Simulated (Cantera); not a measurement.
Adiabatic ignition

An adiabatic, constant-pressure homogeneous reactor starts with 12.1 % CH4, 4.35 % H2, 17.5 % O2, 66.0 % N2, at 1625 K and 1000000 Pa.

Model: GRI-Mech 3.0 (53 species, 325 reactions), integrated in Cantera.

```json
[
 {"t (s)": "3.00e-6", "T (K)": "1625", "x CH4": "0.121", "x H2": "0.0435", "x O2": "0.175", "x C2H6": "1.67e-6", "x NO": "<1e-12", "x CH2O": "1.22e-5"},
 {"t (s)": "7.54e-6", "T (K)": "1628", "x CH4": "0.120", "x H2": "0.0433", "x O2": "0.175", "x C2H6": "0.000136", "x NO": "1.11e-11", "x CH2O": "0.000221"},
 {"t (s)": "1.89e-5", "T (K)": "1686", "x CH4": "0.108", "x H2": "0.0432", "x O2": "0.166", "x C2H6": "0.00194", "x NO": "3.47e-10", "x CH2O": "0.00228"},
 {"t (s)": "4.75e-5", "T (K)": "2923", "x CH4": "1.66e-11", "x H2": "0.0787", "x O2": "0.000619", "x C2H6": "<1e-12", "x NO": "0.000443", "x CH2O": "2.71e-8"},
 {"t (s)": "0.000119", "T (K)": "2921", "x CH4": "1.77e-11", "x H2": "0.0792", "x O2": "0.000581", "x C2H6": "<1e-12", "x NO": "0.00111", "x CH2O": "2.74e-8"},
 {"t (s)": "0.000300", "T (K)": "2917", "x CH4": "1.83e-11", "x H2": "0.0796", "x O2": "0.000557", "x C2H6": "<1e-12", "x NO": "0.00180", "x CH2O": "2.76e-8"},
 {"t (s)": "0.000754", "T (K)": "2916", "x CH4": "1.84e-11", "x H2": "0.0797", "x O2": "0.000553", "x C2H6": "<1e-12", "x NO": "0.00195", "x CH2O": "2.77e-8"},
 {"t (s)": "0.00189", "T (K)": "2916", "x CH4": "1.84e-11", "x H2": "0.0797", "x O2": "0.000553", "x C2H6": "<1e-12", "x NO": "0.00195", "x CH2O": "2.77e-8"},
 {"t (s)": "0.00475", "T (K)": "2916", "x CH4": "1.84e-11", "x H2": "0.0797", "x O2": "0.000553", "x C2H6": "<1e-12", "x NO": "0.00195", "x CH2O": "2.77e-8"},
 {"t (s)": "0.0119", "T (K)": "2916", "x CH4": "1.84e-11", "x H2": "0.0797", "x O2": "0.000553", "x C2H6": "<1e-12", "x NO": "0.00195", "x CH2O": "2.77e-8"},
 {"t (s)": "0.0300", "T (K)": "2916", "x CH4": "1.84e-11", "x H2": "0.0797", "x O2": "0.000553", "x C2H6": "<1e-12", "x NO": "0.00195", "x CH2O": "2.77e-8"},
 {"t (s)": "0.0754", "T (K)": "2916", "x CH4": "1.84e-11", "x H2": "0.0797", "x O2": "0.000553", "x C2H6": "<1e-12", "x NO": "0.00195", "x CH2O": "2.77e-8"},
 {"t (s)": "0.189", "T (K)": "2916", "x CH4": "1.84e-11", "x H2": "0.0797", "x O2": "0.000553", "x C2H6": "<1e-12", "x NO": "0.00195", "x CH2O": "2.77e-8"},
 {"t (s)": "0.475", "T (K)": "2916", "x CH4": "1.84e-11", "x H2": "0.0797", "x O2": "0.000553", "x C2H6": "<1e-12", "x NO": "0.00195", "x CH2O": "2.77e-8"},
 {"t (s)": "1.19", "T (K)": "2916", "x CH4": "1.84e-11", "x H2": "0.0797", "x O2": "0.000553", "x C2H6": "<1e-12", "x NO": "0.00195", "x CH2O": "2.77e-8"},
 {"t (s)": "3.00", "T (K)": "2916", "x CH4": "1.84e-11", "x H2": "0.0797", "x O2": "0.000553", "x C2H6": "<1e-12", "x NO": "0.00195", "x CH2O": "2.77e-8"}
]
```
x: mole fraction; the columns are a selection and need not sum to one.

The time of steepest temperature rise is 29.0 µs and the temperature at 3.00 s comes out as 2916 K. The equilibrium temperature is 2916 K and the x(CH4) at 3.00 s is 1.84e-11 (gas-phase equilibrium 2.12e-11). The x(H2) at 3.00 s comes out as 0.0797 (gas-phase equilibrium 0.0797) and the x(O2) at 3.00 s is 0.000553 (gas-phase equilibrium 0.000553).
